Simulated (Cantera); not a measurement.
Charge: 1 mol CF4, 0.1 mol CH4, held at 1077 °C and 0.00110 bar.

Cantera equilibrium calculation (NASA polynomials, part measured and part estimated; ideal gas, pure solids and liquids). Candidate condensed phases: C, C6H6, C7H8, C8H18; 95 gas species. Gases not in the tables: C2F6 and larger saturated fluorocarbons. Kinetics and transport are ignored.

Q: What is the equilibrium state?

A: 
```json
{
  "x(CF4)": "0.692",
  "x(HF)": "0.308",
  "x(CF2)": "8.86e-5",
  "x(F)": "1.78e-5",
  "x(CF3)": "1.73e-5",
  "n(C(graphite))": "0.200 mol",
  "gas_amount": "1.300 mol"
}
```
